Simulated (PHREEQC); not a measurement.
Consider water at 15 °C with 2 mmol/kgw HF, 9.1 mmol/kgw (CH3)4NF and 0.18 mmol/kgw H4SiO4. Closed to the air; pH follows from the charge balance.

Computed with PHREEQC (ion-association model, phreeqc.dat).

- pH = 3.95
- ionic strength = 0.00940 mol/kgw
- total alkalinity = -2.00 meq/kg

| species | molality | activity | log γ |
|---|---|---|---|
| (CH3)4N+ | 0.00910 | 0.00824 | -0.043 |
| F- | 0.00883 | 0.00798 | -0.044 |
| HF | 0.00113 | 0.00113 | 0.001 |
| SiF6-2 | 0.000179 | 0.000122 | -0.168 |
| H+ | 0.000123 | 0.000112 | -0.038 |
| HF2- | 3.48e-5 | 3.16e-5 | -0.043 |
| H4SiO4 | 7.50e-7 | 7.51e-7 | 0.001 |

This is a speciation only: nothing precipitates in the calculation. Species that the database lacks are ignored. (CH3)4N+ isn't in the database: it is added as a free cation with an ion size of 4 Å. SiF6-2 is the database's only silicon fluoride.
